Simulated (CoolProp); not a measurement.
Chlorine at 293.15 K and 0.0566 MPa is throttled through a valve to 0.00365 MPa with no heat exchange. Each further row changes one setting.

Model: reference Helmholtz-energy equation of state, Thol 2021, in CoolProp.

```tsv
case	temperature change (K)	final density (kg/m³)
as stated	-1.6	…
outlet pressure 0.0011 MPa	…	0.0322
outlet pressure 0.00475 MPa	-1.6	…
```

What belongs in the gaps?


- as stated, final density (kg/m³): 0.107
- outlet pressure 0.0011 MPa, temperature change (K): -1.7
- outlet pressure 0.00475 MPa, final density (kg/m³): 0.139
